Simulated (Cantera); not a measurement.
An isothermal plug-flow reactor at 1075 K and 310000 Pa (inlet), inlet velocity 0.034 m/s, active area per volume 1200 1/m; feed 0.695 % CH₄, 9.34 % O₂, 90.0 % N₂, equivalence ratio 0.15.

Cantera simulation using Deutschmann's 1995 Pt surface mechanism with GRI-Mech 3.0 gas chemistry; the numbers are that mechanism's predictions, not measurements. Catalytic surfaces can have several steady states; this one follows from the mechanism file's or the stated starting coverage. Mass transfer to the wall is taken as infinitely fast.

x: gas mole fraction; θ: surface coverage.

| z (m) | x CH₄ | x O₂ | x H₂O | x CO₂ | x CO | θ free Pt | θ O* | θ OH* |
|---|---|---|---|---|---|---|---|---|
| 4.6e-05 | 0.00598 | 0.0914 | 0.00194 | 0.000963 | 3.81e-6 | 0.221 | 0.778 | (withheld) |
| 7.6e-05 | 0.00541 | 0.0903 | 0.00306 | 0.00152 | 3.46e-6 | 0.221 | 0.777 | (withheld) |
| 0.00013 | 0.00452 | 0.0886 | 0.00483 | 0.00240 | 2.90e-6 | 0.222 | 0.776 | (withheld) |
| 0.00021 | 0.00345 | 0.0864 | 0.00695 | 0.00346 | 2.23e-6 | 0.223 | 0.775 | (withheld) |
| 0.00035 | 0.00213 | 0.0838 | 0.00955 | 0.00475 | 1.43e-6 | 0.224 | 0.774 | (withheld) |
| 0.00059 | 0.000906 | 0.0814 | 0.0119 | 0.00593 | 7.49e-7 | 0.225 | 0.772 | 0.00283 |
| 0.00099 | 0.000211 | 0.0800 | 0.0133 | 0.00664 | 3.01e-7 | 0.226 | 0.771 | 0.00299 |
| 0.0016 | 2.24e-5 | 0.0796 | 0.0138 | 0.00685 | 7.71e-8 | 0.226 | 0.771 | 0.00304 |
| 0.0027 | 3.92e-7 | 0.0796 | 0.0138 | 0.00689 | 1.68e-8 | 0.226 | 0.771 | 0.00305 |
| 0.0046 | 6.25e-10 | 0.0795 | 0.0139 | 0.00691 | 1.04e-8 | 0.226 | 0.771 | 0.00305 |

Question: Complete the blanks.

Answer: 
- 4.6e-05, θ OH*: 0.00115
- 7.6e-05, θ OH*: 0.00144
- 0.00013, θ OH*: 0.00180
- 0.00021, θ OH*: 0.00215
- 0.00035, θ OH*: 0.00253
